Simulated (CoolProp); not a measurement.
The fluid at 295.87 K and 6.03 MPa is throttled through a valve to 0.305 MPa with no heat exchange. The same conditions are run with several fluids, on thermodynamics alone (safety and materials aside).

The numbers come from the reference Helmholtz-energy equation of state of each fluid (R245fa: Akasaka 2015; sulfur hexafluoride: Guder 2009; n-heptane: Span 2003; n-nonane: Lemmon 2006; octamethyltrisiloxane (MDM): Thol 2017) in CoolProp.

```csv
fluid,temperature change (K),final phase,final density (kg/m³)
R245fa,+1.4,liquid,1340
sulfur hexafluoride,-65.6,"two-phase, vapour fraction 0.583",43.2
n-heptane,+2.4,liquid,680
n-nonane,+2.5,liquid,714
octamethyltrisiloxane (MDM),+2.5,liquid,815
```
